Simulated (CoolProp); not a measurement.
Aqueous potassium acetate as a coolant, at 36 °C, 1 atm.

Model: Melinder's fits for secondary coolants, in CoolProp.

```json
[
 {"mass %": "4.4", "freezing point (°C)": "-1.7", "conductivity (W/(m K))": "0.608", "density (kg/m³)": "1019", "Prandtl number": "5.18", "cp (kJ/(kg K))": "4.019"},
 {"mass %": "7.7", "freezing point (°C)": "-3.3", "conductivity (W/(m K))": "0.596", "density (kg/m³)": "1035", "Prandtl number": "5.60", "cp (kJ/(kg K))": "3.908"},
 {"mass %": "11", "freezing point (°C)": "-5.1", "conductivity (W/(m K))": "0.585", "density (kg/m³)": "1050", "Prandtl number": "6.06", "cp (kJ/(kg K))": "3.802"},
 {"mass %": "14.3", "freezing point (°C)": "-7.1", "conductivity (W/(m K))": "0.573", "density (kg/m³)": "1066", "Prandtl number": "6.56", "cp (kJ/(kg K))": "3.702"},
 {"mass %": "17.6", "freezing point (°C)": "-9.3", "conductivity (W/(m K))": "0.562", "density (kg/m³)": "1082", "Prandtl number": "7.11", "cp (kJ/(kg K))": "3.605"},
 {"mass %": "20.9", "freezing point (°C)": "-12.0", "conductivity (W/(m K))": "0.551", "density (kg/m³)": "1100", "Prandtl number": "7.73", "cp (kJ/(kg K))": "3.511"},
 {"mass %": "24.2", "freezing point (°C)": "-15.3", "conductivity (W/(m K))": "0.540", "density (kg/m³)": "1118", "Prandtl number": "8.44", "cp (kJ/(kg K))": "3.420"},
 {"mass %": "27.5", "freezing point (°C)": "-19.4", "conductivity (W/(m K))": "0.529", "density (kg/m³)": "1136", "Prandtl number": "9.26", "cp (kJ/(kg K))": "3.330"},
 {"mass %": "30.7", "freezing point (°C)": "-24.2", "conductivity (W/(m K))": "0.518", "density (kg/m³)": "1154", "Prandtl number": "10.2", "cp (kJ/(kg K))": "3.245"},
 {"mass %": "34", "freezing point (°C)": "-30.0", "conductivity (W/(m K))": "0.507", "density (kg/m³)": "1173", "Prandtl number": "11.4", "cp (kJ/(kg K))": "3.158"},
 {"mass %": "37.3", "freezing point (°C)": "-36.5", "conductivity (W/(m K))": "0.496", "density (kg/m³)": "1191", "Prandtl number": "12.8", "cp (kJ/(kg K))": "3.072"},
 {"mass %": "40.6", "freezing point (°C)": "-43.4", "conductivity (W/(m K))": "0.486", "density (kg/m³)": "1210", "Prandtl number": "14.5", "cp (kJ/(kg K))": "2.986"}
]
```
